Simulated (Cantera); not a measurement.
Predominance diagram of Ta at 1075 K against the partial pressures of O₂ and CO (log10, bar). Source: NASA polynomial tables (part measured, part estimated), evaluated in Cantera. Candidates: Ta(s), TaC(s), Ta₂O₅(s). Only these pure phases compete in this equilibrium. TaC: taken at fixed stoichiometry. Not in the tables: Ta₂C.

```
log p(CO) \ log p(O₂)
        columns: -30, -28.2, -26.5, -24.7, -22.9, -21.2, -19.4, -17.6, -15.9, -14.1, -12.4, -10.6, -8.8, -7.1, -5.3, -3.5, -1.8, 0
      1  A A A A A A A A A A A A A A A A A A
   -0.2  A A A A A A B B A A A A A A A A A A
   -1.5  A A A A B B B B B B A A A A A A A A
   -2.7  A A A B B B B B B B B A A A A A A A
   -3.9  A A C B B B B B B B B B B A A A A A
   -5.2  C C B B B B B B B B B B B B A A A A
   -6.4  C C B B B B B B B B B B B B B A A A
   -7.6  C C B B B B B B B B B B B B B B B A
   -8.8  C B B B B B B B B B B B B B B B B B
  -10.1  C B B B B B B B B B B B B B B B B B
  -11.3  B B B B B B B B B B B B B B B B B B
  -12.5  B B B B B B B B B B B B B B B B B B
  -13.8  B B B B B B B B B B B B B B B B B B
    -15  B B B B B B B B B B B B B B B B B B
```

A: out of reach (another gas would pass 10 bar, or a non-metal would condense); B: Ta₂O₅(s); C: TaC(s).
